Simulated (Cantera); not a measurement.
What does this Cantera script print?

```python
import numpy as np
import cantera as ct

gas_names = """
    H HO2 H2 H2O H2O2 H2S H2SO4 O OH O2 O3 S SH SO SO2 SO3 S2 S2O S8
""".split()
cond_names = """
    H2O(s) H2O(L) H2SO4(L) S(cr1) S(cr2) S(L)
""".split()


# ... load() reads the species with a 1 bar reference pressure and builds the phases ...
atoms = {
    'SO2': {'S': 1, 'O': 2},
    'H2': {'H': 2},
}
top_T = {}  # K; cautious upper limits of use, not melting points


# ... equilibrate(T, P, feed) seeds the gas with the atoms and calls Mixture.equilibrate('TP', solver="vcs", rtol=1e-11, max_steps=5000) ...
results = []
T = 1948  # K
P = 13332.2  # Pa
for m in [1, 1.3, 1.7, 2.1, 2.7, 3.4, 4.4]:
    feed = {'SO2': 1, 'H2': m}  # mol
    mix = equilibrate(T, P, feed)
    results.append((T, P, feed, dict(zip(mix.species_names, mix.species_moles))))

top = {s: max(r[3][s] / sum(r[3][g] for g in gas_names) for r in results) for s in gas_names}
cols = sorted((s for s in top if top[s] > 1e-06), key=lambda s: -top[s])[:6]
seen = [c for c in cond_names if any(r[3].get(c, 0) > 1e-12 for r in results)]
print("log10 of partial pressures in bar; condensed amounts in mol")
print(f"{'n(H2)':>10s}" + "".join(f"{s[:9]:>10s}" for s in cols + seen))
for T, P, feed, n in results:
    ng = sum(n[g] for g in gas_names)
    print(f"{feed['H2']:10.4g}" + "".join(f"{np.log10(max(n[s] / ng * P / 1e5, 1e-99)):10.3f}" for s in cols)
          + "".join(f"{n.get(c, 0):10.4g}" for c in seen))
```

It prints:

```
log10 of partial pressures in bar; condensed amounts in mol
     n(H2)       H2O        H2       SO2        S2        SO       H2S
         1    -1.248    -1.818    -1.375    -1.942    -2.269    -2.955
       1.3    -1.209    -1.702    -1.509    -1.898    -2.324    -2.816
       1.7    -1.185    -1.583    -1.685    -1.873    -2.407    -2.685
       2.1    -1.181    -1.490    -1.863    -1.871    -2.495    -2.591
       2.7    -1.196    -1.379    -2.126    -1.894    -2.632    -2.492
       3.4    -1.233    -1.283    -2.418    -1.945    -2.791    -2.421
       4.4    -1.299    -1.189    -2.782    -2.034    -2.995    -2.371
```

Equilibrium computed with Cantera from the NASA thermochemical tables; the gas is ideal and each condensed phase is pure.
